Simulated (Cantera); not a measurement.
# Halide evaporation, hydrolysis and transport: CsF + N2

A closed system holds: 1 mol CsF, a varied amount of N2, equilibrated at 1425 K and 6.90e-6 bar.

These are equilibrium values from Cantera (NASA tables, ideal gas, pure condensed phases), not measurements of a reactor. Candidate condensed phases: Cs, CsF; 11 gas species. Equilibrium is a limit: real reactors are often held back by kinetics, nucleation or transport.

```csv
n(N2) (mol),x N2,x CsF,x Cs,x F,x Cs2F2
0.14,0.123,0.877,4.57e-5,4.57e-5,3.38e-6
0.36,0.265,0.735,4.18e-5,4.18e-5,2.38e-6
0.91,0.476,0.524,3.53e-5,3.53e-5,1.21e-6
2.3,0.697,0.303,2.68e-5,2.68e-5,4.04e-7
5.9,0.855,0.145,1.86e-5,1.86e-5,9.24e-8
15,0.937,0.0625,1.22e-5,1.22e-5,1.72e-8
38,0.974,0.0256,7.80e-6,7.80e-6,2.89e-9
```
x: gas mole fraction; nothing condenses.

From 0.14 mol N2 to 38 mol N2 nothing is condensed. The main Cs-bearing gas is CsF throughout.
